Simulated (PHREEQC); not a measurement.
1 kg of water holding 0.038 mol/kgw LiCl, 0.0041 mol/kgw MgCl2 and 0.022 mol/kgw KCl is evaporated at 30 °C; the solids stay in contact with the brine. No CO2 enters from the air. Only these solids could form: Bischofite, Brucite, Carnallite, Sylvite, MgCl2_4H2O.

Equilibrium calculation in PHREEQC: Pitzer model, pitzer.dat.

```csv
water left (kg),ionic strength,water activity,Sylvite (mol),Li in solution (mol/kgw),Mg in solution (mol/kgw),Cl in solution (mol/kgw)
1,0.0723,0.998,0,0.0380,0.00410,0.0682
0.8219,0.0880,0.997,0,0.0462,0.00499,0.0830
0.6755,0.107,0.997,0,0.0563,0.00607,0.101
0.4563,0.158,0.995,0,0.0833,0.00899,0.149
0.375,0.193,0.994,0,0.101,0.0109,0.182
0.3082,0.235,0.993,0,0.123,0.0133,0.221
0.2533,0.285,0.991,0,0.150,0.0162,0.269
0.1711,0.422,0.987,0,0.222,0.0240,0.399
0.1407,0.514,0.984,0,0.270,0.0291,0.485
0.1156,0.625,0.981,0,0.329,0.0355,0.590
0.09502,0.761,0.977,0,0.400,0.0431,0.718
0.06418,1.13,0.965,0,0.592,0.0639,1.06
0.05275,1.37,0.956,0,0.720,0.0777,1.29
0.04335,1.67,0.946,0,0.877,0.0946,1.57
0.03564,2.03,0.932,0,1.07,0.115,1.91
0.0293,2.47,0.915,0,1.30,0.140,2.33
0.01979,3.65,0.864,0,1.92,0.207,3.45
0.01627,4.44,0.827,0,2.34,0.252,4.19
0.01337,5.41,0.778,0,2.84,0.307,5.10
0.01099,6.15,0.734,0.00467,3.46,0.373,5.78
0.007426,7.49,0.638,0.0167,5.12,0.552,6.94
0.006093,8.64,0.557,0.0196,6.24,0.673,7.97
0.005012,10.2,0.451,0.0211,7.58,0.818,9.40
```

Sylvite from water left = 0.01099 kg.
